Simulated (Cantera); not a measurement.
A freely propagating, adiabatic, planar premixed flame of 16.3 % CH4, 23.3 % O2, 60.4 % N2, equivalence ratio 1.4, unburnt at 300 K and 0.987 atm; mixture-averaged transport, grid criteria slope 0.08 and curve 0.16, no radiation.

Cantera simulation using GRI-Mech 3.0 (53 species, 325 reactions); the numbers are that mechanism's predictions, not measurements. Burning velocities carry a grid error of a few per cent, more on coarse grids.

Q: Predict: laminar burning velocity; thermal thickness; peak x(HCN); peak x(CO); peak x(CH2O); peak x(HCO).

A: 
```
Quantity                     Result
------------------------  ---------
laminar burning velocity  42.3 cm/s
thermal thickness          0.421 mm
peak x(HCN)                 5.46e-5
peak x(CO)                    0.102
peak x(CH2O)                0.00143
peak x(HCO)                 4.42e-5
```
